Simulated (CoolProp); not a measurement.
The numbers come from the reference Helmholtz-energy equation of state, Lemmon 2013 in CoolProp.

Q: For propylene, give the phase and the isothermal compressibility (1/MPa), fugacity coefficient at 138.9 K and 2810 kPa; 166.1 K and 2810 kPa; 220.5 K and 2810 kPa.

A: 
- 138.9 K and 2810 kPa: liquid; isothermal compressibility 0.000690, fugacity coefficient 4.14e-5
- 166.1 K and 2810 kPa: liquid; isothermal compressibility 0.000901, fugacity coefficient 0.000872
- 220.5 K and 2810 kPa: liquid; isothermal compressibility 0.00167, fugacity coefficient 0.0306
